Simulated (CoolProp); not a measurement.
Vapour-liquid equilibrium of R143a (1) + dimethyl ether (2) at 290.1 K; x and y are mole fractions of (1).

Values from CoolProp's multi-fluid Helmholtz-energy mixture model, Lemmon and Jacobsen 2000 and Wu 2011; pair parameters Bell 2016.

| x | bubble pressure (MPa) | y at the bubble point | dew pressure at overall composition x (MPa) | liquid density (mol/L) |
|---|---|---|---|---|
| 0.05 | 0.4969 | 0.104 | 0.4796 | 14.47 |
| 0.15 | 0.5589 | 0.274 | 0.5124 | 14.13 |
| 0.25 | 0.6178 | 0.408 | 0.5493 | 13.80 |
| 0.35 | 0.6744 | 0.519 | 0.5911 | 13.48 |
| 0.45 | 0.7290 | 0.613 | 0.6384 | 13.15 |
| 0.55 | 0.7824 | 0.696 | 0.6919 | 12.84 |
| 0.65 | 0.8348 | 0.771 | 0.7522 | 12.53 |
| 0.75 | 0.8867 | 0.841 | 0.8196 | 12.22 |
| 0.85 | 0.9386 | 0.906 | 0.8941 | 11.91 |
| 0.95 | 0.9908 | 0.969 | 0.9748 | 11.61 |

No azeotrope shows between x = 0.05 and 0.95.

Pair parameters are fitted to limited data, so mixtures are less certain than the pure fluids.
